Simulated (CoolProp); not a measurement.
Vapour-liquid equilibrium of R227EA (1) + isobutene (2) at 0.0512 MPa; x and y are mole fractions of (1).

Values from CoolProp's multi-fluid Helmholtz-energy mixture model, Lemmon 2016 and Lemmon 2005; pair parameters Bell 2016.

| x | bubble temperature (°C) | y at the bubble point | dew temperature at overall composition x (°C) | liquid density (mol/L) |
|---|---|---|---|---|
| 0.05 | -27.6 | 0.216 | -24.2 | 11.41 |
| 0.15 | -31.8 | 0.405 | -26.2 | 11.19 |
| 0.25 | -33.5 | 0.483 | -28.3 | 10.94 |
| 0.35 | -34.2 | 0.525 | -30.6 | 10.69 |
| 0.45 | -34.6 | 0.555 | -32.8 | 10.45 |
| 0.55 | -34.8 | 0.585 | -34.5 | 10.24 |
| 0.65 | -34.8 | 0.623 | -34.7 | 10.03 |
| 0.75 | -34.5 | 0.677 | -33.9 | 9.841 |
| 0.85 | -33.8 | 0.762 | -32.8 | 9.657 |
| 0.95 | -32.2 | 0.899 | -31.6 | 9.471 |

y crosses x between x = 0.55 and 0.65: the model has an azeotrope there.

The pair parameters rest on a limited set of measurements; away from them the model extrapolates.
